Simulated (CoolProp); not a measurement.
Vapour pressure (MPa) of normal hydrogen: the reference equation beside estimates from Tc = 33.1 K, pc = 1.296 MPa, ω = -0.219.

Computed with CoolProp (reference Helmholtz-energy equation of state, Leachman 2009).

```
T (K)  reference  Redlich-Kwong  Soave-Redlich-Kwong
-----  ---------  -------------  -------------------
23.5      0.2301         0.1262               0.2305
24.3      0.2759         0.1655               0.2784
25        0.3210         0.2066               0.3254
25.7      0.3710         0.2542               0.3775
26.5      0.4345         0.3175               0.4434
27.2      0.4961         0.3811               0.5070
27.9      0.5635         0.4530               0.5763
28.7      0.6481         0.5457               0.6628
29.4      0.7292         0.6367               0.7450
30.1      0.8174         0.7373               0.8336
30.9      0.9272         0.8645               0.9427
31.6       1.032         0.9870                1.045
32.3       1.145          1.120                1.155
```

Absolute difference from the reference over all 13 rows, mean and median: Redlich-Kwong 21.0 and 19.6 %, Soave-Redlich-Kwong 1.6 and 1.8 %.
